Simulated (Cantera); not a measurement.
Input: 1 mol SiCl4, 24 mol N2, 4.1 mol H2, equilibrated at 10.0 Torr.

Equilibrium computed with Cantera from the NASA thermochemical tables; the gas is ideal and each condensed phase is pure. Candidate condensed phases: NH4Cl, Si, Si3N4; 28 gas species. N2 is the only nitrogen source here; it is nearly inert below about 1500 K, so the nitride shown seldom forms there in practice. Kinetics and transport are ignored.

What share of the Si ends up in condensed phases as a function of T (K), at 1200, 1300, 1400, 1500, 1600, 1700, 1800, 1900, 2000?


```json
[
 {"T (K)": "1200", "Si condensed (%)": "93.4", "as": "Si3N4(s)"},
 {"T (K)": "1300", "Si condensed (%)": "91.9", "as": "Si3N4(s)"},
 {"T (K)": "1400", "Si condensed (%)": "83.4", "as": "Si3N4(s)"},
 {"T (K)": "1500", "Si condensed (%)": "60.8", "as": "Si3N4(s)"},
 {"T (K)": "1600", "Si condensed (%)": "26.8", "as": "Si3N4(s)"},
 {"T (K)": "1700", "Si condensed (%)": "0.0", "as": "-"},
 {"T (K)": "1800", "Si condensed (%)": "0.0", "as": "-"},
 {"T (K)": "1900", "Si condensed (%)": "0.0", "as": "-"},
 {"T (K)": "2000", "Si condensed (%)": "0.0", "as": "-"}
]
```
